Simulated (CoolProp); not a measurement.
Vapour-liquid equilibrium of CH3F (R41) (1) + chloromethane (R40) (2) at 257.5 K; x and y are mole fractions of (1).

The numbers come from the multi-fluid Helmholtz-energy mixture model, Lemmon 2006 and Thol 2014; pair parameters Bell 2016 in CoolProp.

Task: Give the bubble pressure and the first vapour's composition at x = 0.35, 0.65, 0.8. Is there an azeotrope?

Result: x = 0.35: 0.5650 MPa, y = 0.809; x = 0.65: 0.8962 MPa, y = 0.922; x = 0.8: 1.060 MPa, y = 0.957. No azeotrope shows between x = 0.05 and 0.95.

The pair parameters rest on a limited set of measurements; away from them the model extrapolates. The gap from Raoult's law changes sign with composition, which may be real or a fault of the pair parameters; it wasn't checked against measurements.
